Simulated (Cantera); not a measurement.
Abatement and gas-phase synthesis: HBr + H₂O + N₂

A closed system holds: 1 mol HBr, 0.21 mol H₂O, 2.5 mol N₂, equilibrated at 3225 °C.

Cantera equilibrium calculation (NASA polynomials, part measured and part estimated; ideal gas, pure solids and liquids). Candidate condensed phases: Br₂, H₂O; 27 gas species. The ideal-gas law is rough above about 30 bar. Equilibrium is a limit: real reactors are often held back by kinetics, nucleation or transport.

| P (Pa) | log p N₂ | log p H | log p Br | log p HBr | log p H₂ | log p H₂O | log p O | log p N | log p OH |
|---|---|---|---|---|---|---|---|---|---|
| 10 | -4.32 | -4.56 | -4.71 | -9.41 | -8.66 | -13.02 | -5.39 | -5.82 | -9.26 |
| 120 | -3.24 | -3.48 | -3.63 | -7.25 | -6.50 | -9.78 | -4.31 | -5.28 | -7.10 |
| 1400 | -2.17 | -2.42 | -2.56 | -5.12 | -4.38 | -6.61 | -3.26 | -4.74 | -4.99 |
| 17000 | -1.07 | -1.42 | -1.47 | -3.03 | -2.38 | -3.63 | -2.28 | -4.19 | -3.01 |
| 210000 | 0.07 | -0.65 | -0.39 | -1.18 | -0.85 | -1.45 | -1.63 | -3.62 | -1.59 |
| 2500000 | 1.18 | -0.11 | 0.58 | 0.34 | 0.25 | -0.03 | -1.31 | -3.07 | -0.72 |
| 30000000 | 2.28 | 0.36 | 1.45 | 1.67 | 1.17 | 1.16 | -1.05 | -2.52 | 0.00 |
log p: log10 of the partial pressure in bar; nothing condenses.

From 10.0 Pa to 300 bar nothing is condensed.
